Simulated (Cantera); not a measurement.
**Equilibrium for silicon nitride deposition: SiHCl₃ + N₂**

Feed: 1 mol SiHCl₃, 75 mol N₂.

Method: chemical equilibrium by Gibbs-energy minimisation in Cantera with the NASA 1993 tables (ideal gas, pure condensed phases). Candidate condensed phases: NH₄Cl, Si, Si₃N₄; 28 gas species. N₂ is the only nitrogen source here; it is nearly inert below about 1500 K, so the nitride shown seldom forms there in practice. The tables' values for SiCl₃ are old estimates. Equilibrium is a limit: real reactors are often held back by kinetics, nucleation or transport.

Map the stable condensed phases over T = 1000, 1100, 1200, 1300, 1400, 1500, 1600, 1700, 1800, 1900, 2000, 2100 K and P in Pa = 5, 13, 36, 98, 260, 710, 1900, 5100, 14000, 37000, 100000.


```
T in K \ P in Pa
              5     13     36     98    260    710   1900   5100  14000  37000 100000
   2100       A      A      A      A      A      A      A      A      A      A      A
   2000       A      A      A      A      A      A      A      A      A      A      A
   1900       A      A      A      A      A      A      A      A      A      A      A
   1800       A      A      A      A      A      A      A      A      A      A      A
   1700       A      A      A      A      A      A      A      A      A      B      B
   1600       A      A      A      A      A      A      A      A      B      B      B
   1500       A      A      A      A      A      A      B      B      B      B      B
   1400       A      A      A      A      B      B      B      B      B      B      B
   1300       A      A      B      B      B      B      B      B      B      B      B
   1200       B      B      B      B      B      B      B      B      B      B      B
   1100       B      B      B      B      B      B      B      B      B      B      B
   1000       B      B      B      B      B      B      B      B      B      B      B
```
A: gas only; B: Si₃N₄.
